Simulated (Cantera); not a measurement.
A closed system holds: 1 mol Al, 31 mol N2O, 26 mol H2, at 1650 K and 0.140 bar.

Method: chemical equilibrium by Gibbs-energy minimisation in Cantera with the NASA 1993 tables (ideal gas, pure condensed phases). Candidate condensed phases: Al, AlN, Al2O3, H2O; 35 gas species. Gases not in the tables: Al(OH)3. The numbers say what is thermodynamically allowed, not how fast it happens.

Base state: N2 0.527, H2O 0.442, O2 0.0293, NO 0.000729, OH 0.000539, H2 8.10e-5, O 1.19e-5 (mole fractions); condensed: Al2O3(s).

Question: What changes in the equilibrium state with this change: N2O from 31 to 23 mol?

Answer: 
```json
[
 {"species": "N2", "before": "0.527", "after": "0.469"},
 {"species": "H2O", "before": "0.442", "after": "0.439"},
 {"species": "H2", "before": "8.10e-5", "after": "0.0918"},
 {"species": "O2", "before": "0.0293", "after": "2.25e-8"},
 {"species": "NO", "before": "0.000729", "after": "6.02e-7"},
 {"species": "O", "before": "1.19e-5", "after": "1.04e-8"},
 {"species": "OH", "before": "0.000539", "after": "1.59e-5"},
 {"species": "H", "before": "2.19e-6", "after": "7.36e-5"},
 {"species": "Al2O3(s), mol", "before": "0.500", "after": "0.500"}
]
```
